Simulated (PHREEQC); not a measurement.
# Metal-bearing waste water: an equilibrium model

Consider water at 25 °C with 21 mmol/kgw CdCl2, 27 mmol/kgw CaCl2, 0.11 mmol/kgw H2SO4, 9.2 mmol/kgw NaCl and 0.4 mmol/kgw LiF. Closed to the air; pH follows from the charge balance.

Computed with PHREEQC (ion-association model, wateq4f.dat).

This is a speciation only: nothing precipitates in the calculation.

Problem. What pH, ionic strength does the model give?

Solution. pH 3.85; ionic strength 0.118 mol/kgw.

Problem. In which forms is F present?

Solution. F- 79 %, HF 12 %, CaF+ 6.7 %, CdF+ 1.6 % of the F.

Examples of supersaturated solids here: Fluorite. Others may be too.
